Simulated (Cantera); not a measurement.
**Ammonia decomposition in nitride growth gas**

An isothermal, constant-pressure homogeneous reactor starts with NH₃ : H₂ = 1 : 0.99 (molar parts), at 2348 K and 42000 Pa.

Computed with Cantera and the gas-phase N/H chemistry of the illustrative SiF4/NH3 mechanism in the Surface Chemkin manual (1991). Walls and surfaces, which speed up NH3 decomposition in real reactors, are not modelled.

```tsv
t (s)	x NH₃	x H₂	x NH	x N	x N₂H₂	x N₂
8.00e-6	0.502	0.498	5.01e-6	7.45e-8	2.27e-7	3.32e-7
4.80e-5	0.496	0.499	8.93e-5	5.70e-6	9.88e-6	0.000656
0.000288	0.459	0.524	0.000110	8.10e-6	1.22e-5	0.0129
0.00172	0.297	0.632	9.84e-5	8.78e-6	6.96e-6	0.0673
0.0103	0.0324	0.807	5.13e-5	1.04e-5	6.10e-7	0.156
0.0619	2.60e-5	0.817	7.74e-7	6.80e-7	2.34e-11	0.166
0.371	3.07e-6	0.817	9.16e-8	8.05e-8	1.34e-12	0.166
2.23	1.56e-6	0.817	4.66e-8	4.09e-8	1.11e-12	0.166
13.3	1.56e-6	0.817	4.65e-8	4.08e-8	1.11e-12	0.166
80.0	1.56e-6	0.817	4.65e-8	4.08e-8	1.11e-12	0.166
```
x: mole fraction; the columns are a selection and need not sum to one.

Equilibrium at this temperature and pressure: NH₃ 1.56e-6, H₂ 0.817, NH 4.65e-8, N 4.08e-8, N₂H₂ 1.11e-12, N₂ 0.166 (gas phase only).
